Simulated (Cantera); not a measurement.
An isothermal, constant-pressure homogeneous reactor starts with 3.45 % NH3, 96.6 % H2, at 2300 K and 255 Torr.

Computed with Cantera and the gas-phase N/H chemistry of the illustrative SiF4/NH3 mechanism in the Surface Chemkin manual (1991). Walls and surfaces, which speed up NH3 decomposition in real reactors, are not modelled.

One state of this run: x NH3 = 6.59e-5; x H2 = 0.967; x N2 = 0.0165; x NH = 1.32e-6; x N2H4 = <1e-12. x: mole fraction; the columns are a selection and need not sum to one.

Question: Which value of t (s) does it belong to?
A) 0.227
B) 0.00388
C) 51.5
D) 0.0585

Answer: D, 0.0585
